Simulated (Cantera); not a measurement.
Input: 1 mol n-butane, 0.12 mol NH3, 1.5 mol N2, held at 0.100 bar.

Cantera equilibrium calculation (NASA polynomials, part measured and part estimated; ideal gas, pure solids and liquids). Candidate condensed phases: C, C6H6, C7H8, C8H18; 92 gas species. Kinetics and transport are ignored.

x: gas mole fraction; n: condensed amount in mol.

```
T (K)   x H2   x N2      x H    x HCN  x C2H2 (acetylene)  x HNC  n C(graphite)
-----  -----  -----  -------  -------  ------------------  -----  -------------
1975   0.762  0.228  0.00378  0.00556            0.000495    [?]           3.95
2025   0.760  0.227  0.00530  0.00675            0.000687    [?]           3.94
2075   0.757  0.226  0.00733  0.00811            0.000939    [?]           3.93
2125   0.753  0.225  0.00997  0.00965             0.00126    [?]           3.91
2175   0.749  0.224   0.0134   0.0114             0.00167    [?]           3.89
2225   0.744  0.222   0.0177   0.0133             0.00218    [?]           3.87
2275   0.737  0.220   0.0230   0.0154             0.00281    [?]           3.85
2325   0.729  0.218   0.0297   0.0176             0.00356    [?]           3.82
2375   0.720  0.216   0.0378   0.0201             0.00447    [?]           3.79
2425   0.708  0.213   0.0476   0.0227             0.00553    [?]           3.75
2475   0.695  0.210   0.0593   0.0254             0.00676    [?]           3.71
2525   0.680  0.207   0.0731   0.0283             0.00816    [?]           3.66
2575   0.662  0.203   0.0891   0.0312             0.00973    [?]           3.61
2625   0.642  0.199    0.108   0.0341              0.0115    [?]           3.55
```

Problem. Some entries are withheld; supply them.

Solution. 
- 1975, x HNC: 0.000302
- 2025, x HNC: 0.000401
- 2075, x HNC: 0.000525
- 2125, x HNC: 0.000678
- 2175, x HNC: 0.000864
- 2225, x HNC: 0.00109
- 2275, x HNC: 0.00135
- 2325, x HNC: 0.00166
- 2375, x HNC: 0.00202
- 2425, x HNC: 0.00243
- 2475, x HNC: 0.00289
- 2525, x HNC: 0.00340
- 2575, x HNC: 0.00397
- 2625, x HNC: 0.00458
